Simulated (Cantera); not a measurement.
An isothermal, constant-pressure homogeneous reactor starts with H₂ : O₂ : N₂ = 0.4 : 1 : 2.6 (molar parts), equivalence ratio 0.20, at 1048 K and 750 Torr.

Cantera simulation using GRI-Mech 3.0 (53 species, 325 reactions); the numbers are that mechanism's predictions, not measurements. The temperature is held fixed by assumption; the heat of reaction is taken as removed at once.

One state of this run: x H₂ = 0.00102; x O₂ = 0.211; x NO = 5.96e-8; x HO₂ = 1.91e-5; x H = 1.16e-7; x H₂O = 0.104. x: mole fraction; the columns are a selection and need not sum to one.

Task: Which value of t (s) does it belong to?
(A) 0.0254
(B) 30.0
(C) 0.873
(D) 0.00240

Result: A, 0.0254
